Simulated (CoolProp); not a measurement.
Values from CoolProp's reference Helmholtz-energy equation of state, Lemmon 2006. It is a short technical equation, of lower accuracy than the large ones.

Question: For C3F8 (R218), give the phase and the Z, Joule-Thomson coefficient (K/MPa), isothermal compressibility (1/MPa), viscosity (µPa s) at 109.85 °C and 5 MPa; 109.85 °C and 16.7 MPa; 109.85 °C and 18.3 MPa.

Answer: 
- 109.85 °C and 5 MPa: supercritical; Z 0.457, Joule-Thomson coefficient 5.89, isothermal compressibility 0.301, viscosity 40.6
- 109.85 °C and 16.7 MPa: supercritical; Z 0.843, Joule-Thomson coefficient 0.166, isothermal compressibility 0.0127, viscosity 120
- 109.85 °C and 18.3 MPa: supercritical; Z 0.906, Joule-Thomson coefficient 0.0994, isothermal compressibility 0.0111, viscosity 127

Viscosity comes from a separate model (Huber 2003), an estimate that may be off by 10 % or more.
